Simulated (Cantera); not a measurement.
## Premixed flame

A freely propagating, adiabatic, planar premixed flame of 10.5 % CH₄, 23.6 % O₂, 65.9 % N₂, 0.126 % H₂O, equivalence ratio 0.89, unburnt at 700 K and 47000 Pa; mixture-averaged transport, grid criteria slope 0.08 and curve 0.16, no radiation.

Detailed kinetics in Cantera: GRI-Mech 3.0 (53 species, 325 reactions). Burning velocities carry a grid error of a few per cent, more on coarse grids.

```tsv
z (mm)	T (K)	u (m/s)	x CH₄	x O₂	x CH₂CO	x C₂H₆	x CO₂	x NO
-1.41	700	2.75	0.105	0.235	<1e-8	1.94e-8	1.69e-8	<1e-8
-0.942	701	2.76	0.104	0.235	<1e-8	5.34e-7	4.42e-7	<1e-8
-0.707	704	2.78	0.104	0.234	1.69e-8	5.19e-6	4.41e-6	<1e-8
-0.471	739	2.93	0.101	0.231	4.64e-7	7.89e-5	8.51e-5	5.64e-8
-0.236	1056	4.27	0.0766	0.203	2.24e-5	0.000976	0.00209	8.58e-7
-0.118	1458	5.98	0.0439	0.160	9.87e-5	0.000869	0.00716	2.58e-6
0	1856	7.71	0.0126	0.108	0.000139	9.03e-5	0.0168	6.27e-6
0.118	2039	8.51	0.00152	0.0726	4.51e-5	9.27e-7	0.0287	1.14e-5
0.236	2083	8.69	0.000100	0.0577	5.10e-6	<1e-8	0.0396	1.54e-5
0.471	2115	8.78	3.90e-7	0.0493	3.57e-8	<1e-8	0.0532	2.02e-5
0.942	2158	8.91	<1e-8	0.0457	<1e-8	<1e-8	0.0624	2.80e-5
1.88	2217	9.11	<1e-8	0.0437	<1e-8	<1e-8	0.0661	4.51e-5
3.77	2298	9.39	<1e-8	0.0415	<1e-8	<1e-8	0.0694	8.53e-5
```
x: mole fraction of selected species; z is measured from the peak of heat release.

```yaml
laminar_burning_velocity: 275 cm/s
thermal_thickness: 0.471 mm
peak x(CH₂CO): 0.000147
peak x(C₂H₆): 0.00115
grid_points: 167
```
